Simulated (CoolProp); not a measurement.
Vapour pressure (bar) of m-xylene: the reference equation beside estimates from Tc = 343.7 °C, pc = 35.35 bar, ω = 0.326. Clausius-Clapeyron is anchored at 169.95 °C with a constant enthalpy of vaporisation of 34.03 kJ/mol.

Computed with CoolProp (reference Helmholtz-energy equation of state, Zhou 2012).

| T (°C) | reference | Lee-Kesler | Clausius-Clapeyron | Redlich-Kwong | Soave-Redlich-Kwong | Peng-Robinson |
|---|---|---|---|---|---|---|
| 137.55 | 0.9727 | 0.9643 | 1.048 | 1.994 | 0.9651 | 0.9701 |
| 153.75 | 1.479 | 1.477 | 1.530 | 2.804 | 1.476 | 1.475 |
| 169.95 | 2.172 | 2.180 | 2.172 | 3.828 | 2.178 | 2.167 |
| 186.15 | 3.092 | 3.115 | 3.008 | 5.095 | 3.115 | 3.088 |
| 202.35 | 4.285 | 4.325 | 4.075 | 6.632 | 4.333 | 4.285 |
| 218.55 | 5.800 | 5.858 | 5.411 | 8.468 | 5.884 | 5.809 |
| 234.75 | 7.689 | 7.764 | 7.056 | 10.63 | 7.820 | 7.715 |
| 250.95 | 10.01 | 10.10 | 9.051 | 13.13 | 10.20 | 10.06 |

Absolute difference from the reference over all 8 rows, mean and median: Lee-Kesler 0.7 and 0.9 %, Clausius-Clapeyron 5.4 and 5.8 %, Redlich-Kwong 63.2 and 59.8 %, Soave-Redlich-Kwong 1.0 and 1.0 %, Peng-Robinson 0.2 and 0.2 %.
